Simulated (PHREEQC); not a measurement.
A made-up water analysis in mmol/kgw, 25 °C, pH 4.12, pe 10.6: Na 2.6; K 0.977; Ca 1.81; Mg 0.235; Cl 2.98; S(6) 2.49; O(0) (counted as O atoms) 0.00511.

Cl is adjusted to close the charge balance.
Valence states are taken as typed.

The numbers come from PHREEQC with the ion-association model, wateq4f.dat.

```csv
quantity,before,after
ionic strength (mol/kgw),0.0109,0.0206
Ca+2 (mol/kgw),0.00153,0.00483
CaSO4 (mol/kgw),0.000281,0.000595
Mg+2 (mol/kgw),0.000193,0.000205
MgSO4 (mol/kgw),4.20e-5,3.00e-5
SI of Gypsum (CaSO4:2H2O),-1.27,-0.94
SI of Halite (NaCl),-6.82,-6.29
```

Problem. Name the change that produced these shifts.
A. all concentrations times 3 at the same typed pH
B. temperature from 25 to 55 °C at the same typed pH
C. Ca from 1.81 to 5.43 mmol/kgw

Solution. C, Ca from 1.81 to 5.43 mmol/kgw

No solid was allowed to form.
